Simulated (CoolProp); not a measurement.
Model: reference Helmholtz-energy equation of state, Thol 2016, in CoolProp.

Problem. For R1234ze(E), give the phase and the Joule-Thomson coefficient (K/MPa), conductivity (mW/(m K)), Prandtl number at 420 K and 49.7 bar.

Solution. 
- 420 K and 49.7 bar: supercritical; Joule-Thomson coefficient 9.52, conductivity 35.8, Prandtl number 1.27

Viscosity comes from a separate model (Bell 2016), an estimate that may be off by 10 % or more. Thermal conductivity comes from a separate model (Perkins 2011).
